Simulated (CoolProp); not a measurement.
The numbers come from the reference Helmholtz-energy equation of state, Lemmon 2000 in CoolProp. It is a pseudo-pure fit of the blend.

**Question.** For dry air, give the phase and the density (kg/m³), viscosity (µPa s) at -142.25 °C and 5.3 MPa; -120.05 °C and 5.3 MPa.

**Answer.** 
- -142.25 °C and 5.3 MPa: liquid; density 566, viscosity 40.3
- -120.05 °C and 5.3 MPa: supercritical; density 191, viscosity 14.6

Viscosity comes from a separate model (Lemmon 2004).
